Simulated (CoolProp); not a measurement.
Nitrous oxide along the isotherm 346.7 K: fugacity coefficient from the reference equation and from simpler models built on Tc = 309.5 K, pc = 7.245 MPa, ω = 0.161; each cubic takes its own stable root.

Values from CoolProp's reference Helmholtz-energy equation of state, Lemmon 2006. It is a short technical equation, of lower accuracy than the large ones.

| p (MPa) | phase | reference |
|---|---|---|
| 1.36 | gas | 0.9555 |
| 2.72 | gas | 0.9119 |
| 4.08 | gas | 0.8693 |
| 5.43 | gas | 0.8279 |
| 6.79 | gas | 0.7869 |
| 8.15 | supercritical | 0.7465 |
| 9.51 | supercritical | 0.7068 |
| 10.9 | supercritical | 0.6671 |

Task: How far does each simpler model (Redlich-Kwong, Soave-Redlich-Kwong) lie from the reference over these 8 states: mean and median of the absolute difference, and the worst?

Result: 
- Redlich-Kwong: mean 0.5 %, median 0.5 %, worst -0.9 % at 346.7 K and 10.9 MPa
- Soave-Redlich-Kwong: mean 0.7 %, median 0.6 %, worst +1.5 % at 346.7 K and 10.9 MPa
